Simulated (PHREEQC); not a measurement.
Dissolve 0.011 mol Cu(BF4)2, 0.19 mol HNO3 and 0.093 mol Na2SO4 per kg of water at 13 °C. Closed to the air; pH follows from the charge balance.

Computed with PHREEQC (ion-association model, phreeqc.dat).

Each row changes one thing in this solution. No solid was allowed to form.

| case | pH | ionic strength (mol/kgw) | BF4- (mol/kgw) | Cu+2 (mol/kgw) | HF (mol/kgw) | H3BO3 (mol/kgw) |
|---|---|---|---|---|---|---|
| as made | 1.00 | 0.359 | 0.0194 | 0.00854 | 0.00830 | 0.00192 |
| 0.0093 mol/kgw LiBr added | 1.00 | 0.368 | 0.0194 | 0.00857 | 0.00828 | 0.00192 |
| 0.0068 mol/kgw LiOH added | 1.02 | 0.360 | 0.0194 | 0.00849 | 0.00822 | 0.00190 |
| HNO3 from 0.19 to 0.95 mol/kgw | 0.19 | 1.09 | 0.0191 | 0.0106 | 0.0101 | 0.00242 |
| Na2SO4 from 0.093 to 0.186 mol/kgw | 1.15 | 0.527 | 0.0196 | 0.00709 | 0.00748 | 0.00171 |
| Na2SO4 left out | 0.82 | 0.221 | 0.0192 | 0.0110 | 0.00931 | 0.00218 |
| Cu(BF4)2 from 0.011 to 0.0121 mol/kgw | 1.00 | 0.361 | 0.0215 | 0.00941 | 0.00848 | 0.00195 |
| diluted 2-fold with water | 1.27 | 0.186 | 0.00901 | 0.00421 | 0.00656 | 0.00156 |

The ionic strength passes 0.7 mol/kgw, the rough limit of the ion-association models, in HNO3 from 0.19 to 0.95 mol/kgw. At this temperature some constants are extrapolated from 25 °C, and those without enthalpy data are left unchanged. Real BF4- forms and hydrolyses slowly; the run takes it at equilibrium.
